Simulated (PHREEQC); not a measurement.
Dissolve 0.0023 mol NH3, 6.3e-05 mol K2SO4 and 0.00053 mol KH2PO4 per kg of water at 25 °C. Closed to the air; pH follows from the charge balance.

Equilibrium calculation in PHREEQC: ion-association model, phreeqc.dat.

Precipitation was switched off in this run.

### Question
Predict the pH, specific conductance, ionic strength.

### Answer
pH 9.73; specific conductance 160 µS/cm; ionic strength 0.00184 mol/kgw.

### Question
In which forms is N present?

### Answer
NH3 74 %, NH4+ 26 % of the N.
